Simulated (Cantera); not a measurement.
What does this Cantera script print?

```python
import numpy as np
import cantera as ct

gas_names = """
    CL CL2 H HCL H2 N NH NH2 NH3 N2 N2H2 N2H4 Si SiCL SiCL2 SiCL3 SiCL4 SiH SiHCL3 SiH2 SiH2CL2 SiH3
    SiH3CL SiH4 SiN Si2 Si2N Si3
""".split()
cond_names = """
    NH4CL(a) NH4CL(b) Si(cr) Si(L) Si3N4(a)
""".split()


def load(file, names, dense=False):
    # The tables refer to 1 bar. Condensed volumes are neglected.
    table = {s.name: s for s in ct.Species.list_from_file(file)}
    out = []
    for n in names:
        d = dict(table[n].input_data)
        d["thermo"] = dict(d["thermo"], **{"reference-pressure": 1e5})
        if dense:
            d["equation-of-state"] = {"model": "constant-volume", "density": "1e6 g/cm^3"}
        out.append(ct.Species.from_dict(d))
    return out


gas = ct.Solution(thermo="ideal-gas", species=load("nasa_gas.yaml", gas_names))
cond = {s.name: ct.Solution(thermo="fixed-stoichiometry", species=[s], name=s.name)
        for s in load("nasa_condensed.yaml", cond_names, dense=True)}
atoms = {
    'SiCl4': {'Si': 1, 'CL': 4},
    'N2': {'N': 2},
    'H2': {'H': 2},
}
top_T = {'Si3N4(a)': 2400}  # K; cautious upper limits of use, not melting points


def equilibrate(T, P, feed):
    n = {}
    for name, mol in feed.items():
        for a, k in atoms[name].items():
            n[a] = n.get(a, 0.0) + k * mol
    gas.TPX = T, P, n
    mass = sum(n.values()) * gas.mean_molecular_weight
    gas.equilibrate("TP")
    valid = [c for c in cond.values() if c.min_temp <= T <= top_T.get(c.name, c.max_temp)]
    mix = ct.Mixture([(gas, mass / gas.mean_molecular_weight)] + [(c, 0.0) for c in valid])
    mix.T, mix.P = T, P
    mix.equilibrate("TP", solver="vcs", rtol=1e-11, max_steps=5000)
    return mix


results = []
feed = {'SiCl4': 1, 'N2': 28, 'H2': 2.8}  # mol
P = 13332.2  # Pa
for T in [823, 923, 1023, 1123, 1223, 1323, 1423, 1523, 1623, 1723, 1823, 1923, 2023]:
    mix = equilibrate(T, P, feed)
    results.append((T, P, feed, dict(zip(mix.species_names, mix.species_moles))))

top = {s: max(r[3][s] / sum(r[3][g] for g in gas_names) for r in results) for s in gas_names}
cols = sorted((s for s in top if top[s] > 0.001), key=lambda s: -top[s])[:6]
seen = [c for c in cond_names if any(r[3].get(c, 0) > 1e-12 for r in results)]
print("log10 of partial pressures in bar; condensed amounts in mol")
print(f"{'T/K':>10s}" + "".join(f"{s[:9]:>10s}" for s in cols + seen))
for T, P, feed, n in results:
    ng = sum(n[g] for g in gas_names)
    print(f"{T:10.4g}" + "".join(f"{np.log10(max(n[s] / ng * P / 1e5, 1e-99)):10.3f}" for s in cols)
          + "".join(f"{n.get(c, 0):10.4g}" for c in seen))
```

Output:

```
log10 of partial pressures in bar; condensed amounts in mol
       T/K        N2       HCL        H2     SiCL2     SiCL4     SiCL3  Si3N4(a)
       823    -0.940    -1.949    -2.219   -11.000    -2.869    -7.911    0.2249
       923    -0.941    -1.921    -2.248    -9.085    -2.936    -6.813    0.2402
      1023    -0.942    -1.901    -2.271    -7.552    -2.994    -5.935    0.2517
      1123    -0.942    -1.886    -2.289    -6.300    -3.047    -5.220    0.2604
      1223    -0.942    -1.875    -2.303    -5.260    -3.098    -4.630    0.2663
      1323    -0.943    -1.869    -2.312    -4.391    -3.159    -4.144    0.2676
      1423    -0.943    -1.872    -2.310    -3.673    -3.262    -3.766    0.2573
      1523    -0.943    -1.894    -2.284    -3.115    -3.478    -3.534    0.2199
      1623    -0.944    -1.950    -2.230    -2.734    -3.878    -3.490     0.146
      1723    -0.944    -2.041    -2.163    -2.502    -4.433    -3.604   0.05217
      1823    -0.944    -2.101    -2.130    -2.411    -4.974    -3.787         0
      1923    -0.944    -2.099    -2.133    -2.405    -5.389    -3.954         0
      2023    -0.944    -2.099    -2.136    -2.405    -5.768    -4.109         0
```

These are equilibrium values from Cantera (NASA tables, ideal gas, pure condensed phases), not measurements of a reactor. N2 is the only nitrogen source here; it is nearly inert below about 1500 K, so the nitride shown seldom forms there in practice. The tables' values for SiCl3, SiCl are old estimates; treat these amounts as uncertain.
